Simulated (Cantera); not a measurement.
Cantera with NASA thermochemical tables; ideal gases at 1 bar, condensed phases pure. Values are per mole of reaction as written; species without (g) are pure solids or liquids, kept so even where they would boil at 1 bar.

Question: Between 1225 and 1475 K, where is each reaction favourable under standard conditions?
- 2 H(g) + FeCl2(g) → 2 HCl(g) + Fe
- 2 HCl(g) + 2 FeCl2 → Fe2Cl6(g) + H2(g)

Answer: 
- 2 H(g) + FeCl2(g) → 2 HCl(g) + Fe: ΔG° is -314 kJ at 1225 K and -280 kJ at 1475 K; it stays negative (K > 1). ΔH° is -483 kJ and ΔS° -138 J/K at 1475 K.
- 2 HCl(g) + 2 FeCl2 → Fe2Cl6(g) + H2(g): ΔG° is 180 kJ at 1225 K and 198 kJ at 1475 K; it stays positive (K < 1). ΔH° is 88 kJ and ΔS° -75 J/K at 1475 K.
